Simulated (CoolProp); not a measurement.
n-pentane at 261.74 K and 0.0107 MPa is throttled through a valve to 0.00223 MPa with no heat exchange. Each further row changes one setting.

Model: reference Helmholtz-energy equation of state, Thol 2019, in CoolProp.

```
case                          temperature change (K)  final density (kg/m³)
----------------------------  ----------------------  ---------------------
as stated                                       -0.4                 0.0742
outlet pressure 0.000669 MPa                     [?]                    [?]
outlet pressure 0.0029 MPa                      -0.4                    [?]
```

Question: What belongs in the gaps?

Answer: 
- outlet pressure 0.000669 MPa, temperature change (K): -0.5
- outlet pressure 0.000669 MPa, final density (kg/m³): 0.0222
- outlet pressure 0.0029 MPa, final density (kg/m³): 0.0965
